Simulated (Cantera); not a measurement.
Feed: 1 mol CF₄, 0.025 mol F₂, held at 0.495 Torr.

Cantera equilibrium calculation (NASA polynomials, part measured and part estimated; ideal gas, pure solids and liquids). Candidate condensed phases: C; 23 gas species. Ions and electrons are included (thermal ionisation). Kinetics and transport are ignored. All values below are at 4000 K.

Base state: F 0.802, C 0.196, CF 0.000878, C₂ 0.000677, e- 3.72e-5, C+ 2.28e-5, CF+ 1.44e-5, C₃ 1.15e-5 (mole fractions); condensed: gas only.

Problem. What changes in the equilibrium state with this change: pressure from 0.495 Torr to 10.0 Torr?

Solution. 
```
species    before    after
-------  --------  -------
F           0.802    0.811
C           0.196    0.162
CF       0.000878   0.0148
C₂       0.000677  0.00938
CF₂       1.27e-7  4.39e-5
C₃        1.15e-5  0.00265
C+        2.28e-5  1.63e-6
e-        3.72e-5  2.14e-5
```
